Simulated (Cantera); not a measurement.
Charge: 1 mol SiC, 0.064 mol O2, 5.9 mol H2, 0.011 mol CO2, at 1827 °C and 133 Pa.

These are equilibrium values from Cantera (NASA tables, ideal gas, pure condensed phases), not measurements of a reactor. Gases not in the tables: Si2H6 and higher silanes. Kinetics and transport are ignored.

```tsv
species	before	after
H2	0.877	0.972
CO	0.0219	0.0133
SiO	0.00140	0.0114
H	0.0799	0.00308
Si	0.0183	6.34e-5
SiC2	0.000215	1.81e-9
Si2C	0.000748	3.24e-7
C2H2 (acetylene)	0.000231	2.42e-7
Si2	4.35e-5	4.94e-8
SiH	0.000339	3.86e-6
SiH2	2.92e-5	2.17e-6
SiC(s), mol	0.859	0.930
```
Gas species are given as mole fractions.

What was changed between the two runs?
(A) O2 from 0.064 to 0.04 mol
(B) H2 from 5.9 to 910 mol
(C) temperature from 1827 °C to 1400 °C
(D) H2 from 5.9 to 2.6 mol

C, temperature from 1827 °C to 1400 °C
